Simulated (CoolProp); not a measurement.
The fluid at 406.07 K and 5.24 MPa is throttled through a valve to 3.19 MPa with no heat exchange. The same conditions are run with several fluids, on thermodynamics alone (safety and materials aside).

Computed with CoolProp (reference Helmholtz-energy equation of state of each fluid (chlorine: Thol 2021; hydrogen sulfide: Lemmon 2006; carbonyl sulfide: Lemmon 2006; ammonia: Gao 2020; cyclopropane: Polt 1992)). The equations of Platzer and Polt are older, rougher fits.

```
fluid             temperature change (K)  final density (kg/m³)
----------------  ----------------------  ---------------------
chlorine                           -33.5                   96.2
hydrogen sulfide                   -19.2                   38.2
carbonyl sulfide                   -24.2                   74.5
ammonia                            -20.8                   19.7
cyclopropane                       -25.8                   59.7
```
